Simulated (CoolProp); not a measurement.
Values from CoolProp's reference Helmholtz-energy equation of state, Akasaka 2020.

Q: For R1123, give the phase and the cv (kJ/(kg K)) at 172.05 °C and 2.38 bar.

A: 
- 172.05 °C and 2.38 bar: gas; cv 0.953
